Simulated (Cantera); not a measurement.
What does this Cantera script print?

```python
import numpy as np
import cantera as ct

gas = ct.Solution("gri30.yaml")
gas.TPX = 1198, 2666, {'N2O': 1, 'O2': 1.2}
reactor = ct.IdealGasConstPressureReactor(gas, energy="off", clone=False)
net = ct.ReactorNet([reactor])
net.rtol, net.atol = 1e-08, 1e-18
show = ['N2O', 'O2', 'N2', 'NO2', 'O', 'NO']
times = np.geomspace(9e-06, 30, 13)

steps = ct.SolutionArray(gas, extra=["t"])
rows = []
print(f"{'t/s':>10s}{'T/K':>9s}{'P/Pa':>11s}" + "".join(f"{s:>11s}" for s in show))
for t in times:
    while net.time < t:
        t_next = net.step()
        steps.append(gas.state, t=t_next)
    rows.append([np.interp(t, steps.t, y) for y in (steps.T, steps.P, *steps(*show).X.T)])
    print(f"{t:10.3e}{rows[-1][0]:9.1f}{rows[-1][1]:11.4g}" + "".join(f"{x:11.3e}" for x in rows[-1][2:]))
rate = np.gradient(steps.T, steps.t)
print("integrator steps:", len(steps.t))
if steps.T.max() > steps.T[0] + 200:
    print(f"time of steepest temperature rise: {steps.t[rate.argmax()]:.4e} s")
gas.TPX = 1198, 2666, {'N2O': 1, 'O2': 1.2}
gas.equilibrate("TP")
print(f"equilibrium (TP): T = {gas.T:.1f} K  " + "  ".join(f"{s} {gas[s].X[0]:.3e}" for s in show))
```

Result:

```
       t/s      T/K       P/Pa        N2O         O2         N2        NO2          O         NO
 9.000e-06   1198.0       2666  4.545e-01  5.455e-01  3.264e-08  1.054e-19  3.208e-08  6.114e-11
 3.146e-05   1198.0       2666  4.545e-01  5.455e-01  1.164e-07  4.694e-18  1.096e-07  7.404e-10
 1.100e-04   1198.0       2666  4.545e-01  5.455e-01  4.325e-07  2.107e-16  3.547e-07  8.547e-09
 3.846e-04   1198.0       2666  4.545e-01  5.455e-01  1.763e-06  1.000e-14  9.602e-07  8.810e-08
 1.344e-03   1198.0       2666  4.545e-01  5.455e-01  7.684e-06  3.778e-13  1.658e-06  6.617e-07
 4.700e-03   1198.0       2666  4.545e-01  5.455e-01  3.047e-05  7.849e-12  1.774e-06  3.150e-06
 1.643e-02   1198.0       2666  4.544e-01  5.455e-01  1.105e-04  1.112e-10  1.774e-06  1.193e-05
 5.745e-02   1198.0       2666  4.540e-01  5.455e-01  3.900e-04  1.386e-09  1.774e-06  4.262e-05
 2.008e-01   1198.0       2666  4.528e-01  5.457e-01  1.365e-03  1.551e-08  1.774e-06  1.497e-04
 7.021e-01   1198.0       2666  4.484e-01  5.463e-01  4.749e-03  1.410e-07  1.774e-06  5.211e-04
 2.455e+00   1198.0       2666  4.335e-01  5.485e-01  1.628e-02  8.273e-07  1.773e-06  1.786e-03
 8.581e+00   1198.0       2666  3.857e-01  5.553e-01  5.317e-02  3.196e-06  1.770e-06  5.831e-03
 3.000e+01   1198.0       2666  2.606e-01  5.732e-01  1.498e-01  9.556e-06  1.757e-06  1.640e-02
integrator steps: 545
equilibrium (TP): T = 1198.0 K  N2O 1.804e-09  O2 6.295e-01  N2 3.703e-01  NO2 1.105e-06  O 1.175e-07  NO 2.298e-04
```

Computed with Cantera and GRI-Mech 3.0 (53 species, 325 reactions). GRI-Mech 3.0 was tuned for natural gas; its chemistry of N2O as a main component is partial and can be far from experiment. Radical loss at walls, strong at low pressure, is not modelled. The mechanism lacks the step 2 NO + O2 → 2 NO2, which can matter for NO2 below about 1400 K. The temperature is held fixed by assumption; the heat of reaction is taken as removed at once.
